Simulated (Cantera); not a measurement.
Input: 1 mol SiH4, a varied amount of H2O, 2.2 mol N2, held at 1623 K and 0.0100 bar.

Cantera equilibrium calculation (NASA polynomials, part measured and part estimated; ideal gas, pure solids and liquids). Candidate condensed phases: H2O, Si, SiO2, Si2N2O, Si3N4; 35 gas species. Mutual solubility and eutectic melting of coexisting phases are not modelled. The tables hold silica as quartz up to 1696 K and as liquid above; real silica turns to tridymite and cristobalite and melts near 1996 K. The numbers say what is thermodynamically allowed, not how fast it happens.

Question: Which condensed phases are stable at each of these points (n(H2O) (mol)): 1.4, 1.9, 2.5, 3.3, 4.3, 5.6, 7.4, 9.7, 13, 17, 22, 29?

Answer: 
```
n(H2O) (mol)            condensed phases  Si condensed (%)
------------  --------------------------  ----------------
1.4           SiO2(β-quartz) + Si2N2O(s)              83.0
1.9                       SiO2(β-quartz)              89.9
2.5                       SiO2(β-quartz)             100.0
3.3                       SiO2(β-quartz)             100.0
4.3                       SiO2(β-quartz)             100.0
5.6                       SiO2(β-quartz)             100.0
7.4                       SiO2(β-quartz)             100.0
9.7                       SiO2(β-quartz)             100.0
13                        SiO2(β-quartz)             100.0
17                        SiO2(β-quartz)             100.0
22                        SiO2(β-quartz)             100.0
29                        SiO2(β-quartz)             100.0
```

At 1.4 mol H2O the condensed part is SiO2(β-quartz) + Si2N2O(s). From 1.9 mol H2O to 29 mol H2O the condensed part is SiO2(β-quartz).
